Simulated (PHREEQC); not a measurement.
# Nickel, zinc or cadmium bath: speciation

Make-up at 45 °C: 0.29 mol CdSO4, 0.04 mol H3BO3 and 3.4e-05 mol HCl per kg of water. Closed to the air; pH follows from the charge balance.

Computed with PHREEQC (ion-association model, phreeqc.dat).

Each row changes one thing in this solution. This is a speciation only: nothing precipitates in the calculation.

```tsv
case	pH	ionic strength (mol/kgw)	Cd+2 (mol/kgw)	CdSO4 (mol/kgw)	SO4-2 (mol/kgw)	Cd(SO4)2-2 (mol/kgw)
as made	4.97	0.472	0.118	0.115	0.0615	0.0565
HCl from 3.4e-05 to 6.8e-05 mol/kgw	4.74	0.472	0.118	0.115	0.0615	0.0565
diluted 2-fold with water	5.19	0.256	0.0640	0.0583	0.0414	0.0226
H3BO3 left out	5.02	0.472	0.118	0.115	0.0615	0.0565
HCl replaced by AlCl3 at the same molality	5.12	0.472	0.118	0.115	0.0615	0.0565
temperature from 45 to 10 °C	4.85	0.485	0.121	0.107	0.0593	0.0619
H3BO3 from 0.04 to 0.08 mol/kgw	4.93	0.472	0.118	0.115	0.0615	0.0565
0.0069 mol/kgw KCl added	4.97	0.474	0.115	0.114	0.0625	0.0565
```

Species that the database lacks are ignored. Some of these states are supersaturated (in Gibbsite (slow to form), for instance). At this temperature some constants are extrapolated from 25 °C, and those without enthalpy data are left unchanged.
